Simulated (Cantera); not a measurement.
Mixture: 3.61 % CO, 2.78 % H₂, 1.84 % CH₄, 6.86 % O₂, 84.9 % N₂, equivalence ratio 1.0, at 495 Torr, adiabatic and at constant pressure. Ignition delay is the time to a rise of 400 K.

Detailed kinetics in Cantera: GRI-Mech 3.0 (53 species, 325 reactions). Below about 1000 K GRI-Mech 3.0 lacks low-temperature oxidation paths. Where the delays flatten at high temperature, the 400 K rule measures the pace of heat release, not the induction time.

Task: Predict: delay at 950 K; delay at 1100 K; delay at 1250 K; delay at 1400 K; delay at 1550 K.

Result: 
| Item | Value |
|---|---|
| delay at 950 K | 35.6 ms |
| delay at 1100 K | 4.88 ms |
| delay at 1250 K | 1.26 ms |
| delay at 1400 K | 0.574 ms |
| delay at 1550 K | 0.443 ms |
